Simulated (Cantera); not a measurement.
Feed: 1 mol Fe2O3, 0.47 mol H2S, 6.7 mol N2, 0.068 mol SO3, at 0.0133 bar.

These are equilibrium values from Cantera (NASA tables, ideal gas, pure condensed phases), not measurements of a reactor. Candidate condensed phases: Fe, FeO, Fe(OH)2, Fe(OH)3, FeS, FeSO4, FeS2, Fe2O3, Fe2(SO4)3, Fe3O4, H2O, H2SO4, S; 38 gas species. Mutual solubility and eutectic melting of coexisting phases are not modelled. FeS: taken at fixed stoichiometry. Gases not in the tables: S3 to S7. Equilibrium is a limit: real reactors are often held back by kinetics, nucleation or transport. All values below are at 1148 K.

Base state: N2 0.903, H2O 0.0600, SO2 0.0274, S2 0.00606, H2 0.00254, H2S 0.000768, S2O 6.71e-5, SO 5.91e-5 (mole fractions); condensed: FeS(s) + Fe3O4(s).

Problem. What changes in the equilibrium state with this change: H2S from 0.47 to 0.67 mol?

Solution. 
| species | before | after |
|---|---|---|
| N2 | 0.903 | 0.877 |
| H2O | 0.0600 | 0.0831 |
| SO2 | 0.0274 | 0.0291 |
| H2S | 0.000768 | 0.00107 |
| H2 | 0.00254 | 0.00346 |
| SH | 1.02e-5 | 1.22e-5 |
| FeS(s), mol | 0.237 | 0.408 |
| Fe3O4(s), mol | 0.588 | 0.531 |
